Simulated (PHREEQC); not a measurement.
A solution holds 0.0067 mol/kgw Cu(NO3)2 and 0.039 mol/kgw H3BO3, at 40 °C. Closed to the air; pH follows from the charge balance.

Model: ion-association model, wateq4f.dat, run in PHREEQC.

```
Item                     Value
--------------  --------------
pH                        4.66
ionic strength  0.0201 mol/kgw
```

```tsv
species	molality	activity	log γ
H3BO3	0.0390	0.0392	0.002
NO3-	0.0134	0.0115	-0.065
Cu+2	0.00668	0.00392	-0.232
H+	2.46e-5	2.18e-5	-0.052
Cu2(OH)2+2	1.03e-5	5.82e-6	-0.248
CuOH+	2.07e-6	1.79e-6	-0.063
H2BO3-	1.57e-6	1.34e-6	-0.066
Cu(OH)2	1.71e-7	1.72e-7	0.002
OH-	1.52e-9	1.31e-9	-0.064
```

Precipitation was switched off in this run. Constants without temperature data keep their 25 °C values here.
